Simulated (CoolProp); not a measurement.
Vapour-liquid equilibrium of R125 (1) + n-butane (2) at 0.355 MPa; x and y are mole fractions of (1).

The numbers come from the multi-fluid Helmholtz-energy mixture model, Lemmon 2005 and Bücker 2006; pair parameters Bell 2016 in CoolProp.

```tsv
x	bubble temperature (K)	y at the bubble point	dew temperature at overall composition x (K)	liquid density (mol/L)
0.05	290.9	0.456	…	9.997
0.2	…	0.792	303.0	10.52
0.35	260.2	0.848	…	10.71
0.5	258.3	…	288.4	10.84
0.65	257.2	0.880	278.6	10.99
0.8	256.0	0.904	265.5	11.22
0.95	254.8	0.963	254.9	11.54
```

Problem. Complete the blanks.

Solution. 
- 0.05, dew temperature at overall composition x (K): 309.0
- 0.2, bubble temperature (K): 266.3
- 0.35, dew temperature at overall composition x (K): 296.3
- 0.5, y at the bubble point: 0.867

No azeotrope shows between x = 0.05 and 0.95.

The pair parameters rest on a limited set of measurements; away from them the model extrapolates. With so large a gap from Raoult's law the liquid may split in two, which this calculation doesn't test in full.
